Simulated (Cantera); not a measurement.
Feed: 1 mol TEOS, 3.5 mol O3, 10 mol H2, held at 74.0 Pa.

Cantera equilibrium calculation (NASA polynomials, part measured and part estimated; ideal gas, pure solids and liquids). Candidate condensed phases: C, C6H6, C7H8, C8H18, H2O, Si, SiC, SiO2; 123 gas species. The feed counts by its element totals alone. The tables hold silica as quartz up to 1696 K and as liquid above; real silica turns to tridymite and cristobalite and melts near 1996 K. Rates play no part.

**Question.** At 1273 K, list the 4 most abundant gas species with their mole fractions, and the condensed phases.

**Answer.** H2 0.587, CO 0.253, H2O 0.128, CO2 0.0332. Condensed: SiO2(β-quartz).
